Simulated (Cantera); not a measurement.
An isothermal, constant-pressure homogeneous reactor starts with CH4 : N2 = 1 : 200 (molar parts), at 1425 K and 100.0 Torr. Integrator tolerance rtol = 1e-08.

Model: GRI-Mech 3.0 (53 species, 325 reactions), integrated in Cantera. GRI-Mech 3.0 stops at C3 and has no aromatics, soot or wall deposition, so with more carbon than oxygen in the feed, carbon stays in small species such as C2H2 where larger ones or solid carbon would form.

**Question.** What does this change do: N2 200 to 73 parts?

**Answer.** 
```
quantity                                              before                                      after
-----------------  -----------------------------------------  -----------------------------------------
x(CH4) at 40.0 s     0.00115 (gas-phase equilibrium 1.75e-6)    0.00330 (gas-phase equilibrium 1.96e-5)
x(C2H2) at 40.0 s   0.00189 (gas-phase equilibrium 0.000107)   0.00502 (gas-phase equilibrium 0.000691)
x(C2H) at 40.0 s   4.37e-10 (gas-phase equilibrium 2.69e-11)  6.59e-10 (gas-phase equilibrium 1.06e-10)
x(H2) at 40.0 s      0.00569 (gas-phase equilibrium 0.00742)      0.0151 (gas-phase equilibrium 0.0200)
x(CH2) at 40.0 s   6.70e-10 (gas-phase equilibrium 1.25e-12)  6.29e-10 (gas-phase equilibrium 5.22e-12)
x(C2H4) at 40.0 s    4.61e-6 (gas-phase equilibrium 6.55e-8)    1.46e-5 (gas-phase equilibrium 1.14e-6)
x(CH3) at 40.0 s     4.60e-6 (gas-phase equilibrium 7.66e-9)    7.51e-6 (gas-phase equilibrium 5.24e-8)
```

**Question.** What does this change do: temperature 1425 to 1375 K?

**Answer.** 
```
quantity                                              before                                      after
-----------------  -----------------------------------------  -----------------------------------------
x(CH4) at 40.0 s     0.00115 (gas-phase equilibrium 1.75e-6)    0.00268 (gas-phase equilibrium 3.40e-6)
x(C2H2) at 40.0 s   0.00189 (gas-phase equilibrium 0.000107)   0.00112 (gas-phase equilibrium 0.000117)
x(C2H) at 40.0 s   4.37e-10 (gas-phase equilibrium 2.69e-11)  9.14e-11 (gas-phase equilibrium 1.03e-11)
x(H2) at 40.0 s      0.00569 (gas-phase equilibrium 0.00742)    0.00340 (gas-phase equilibrium 0.00742)
x(CH2) at 40.0 s   6.70e-10 (gas-phase equilibrium 1.25e-12)    3.56e-10 (gas-phase equilibrium <1e-12)
x(C2H4) at 40.0 s    4.61e-6 (gas-phase equilibrium 6.55e-8)    1.55e-5 (gas-phase equilibrium 1.28e-7)
x(CH3) at 40.0 s     4.60e-6 (gas-phase equilibrium 7.66e-9)    5.32e-6 (gas-phase equilibrium 7.43e-9)
```
